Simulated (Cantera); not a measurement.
Charge: 1 mol Al2O3, 0.31 mol SiCl4, 0.16 mol O2, equilibrated at 0.560 bar.

Cantera equilibrium calculation (NASA polynomials, part measured and part estimated; ideal gas, pure solids and liquids). Candidate condensed phases: Al, AlCl3, Al2O3, Al2SiO5, Al6Si2O13, Si, SiO2; 26 gas species. Condensed phases not in the tables: AlOCl, alloys, solid solutions and most ternary compounds. Rates play no part. All values below are at 725 °C.

Base state: Cl2 0.630, AlCl3 0.305, SiCl4 0.0585, Al2Cl6 0.00534, Cl 0.000400 (mole fractions); condensed: Al2O3(s) + Al2SiO5(andalusite).

Q: What changes in the equilibrium state with this change: pressure from 0.560 bar to 13.3 mbar?

A: 
| species | before | after |
|---|---|---|
| Cl2 | 0.630 | 0.618 |
| AlCl3 | 0.305 | 0.359 |
| SiCl4 | 0.0585 | 0.0209 |
| Al2Cl6 | 0.00534 | 0.000175 |
| Cl | 0.000400 | 0.00257 |
| Al2O3(s), mol | 0.639 | 0.608 |
| Al2SiO5(andalusite), mol | 0.280 | 0.299 |
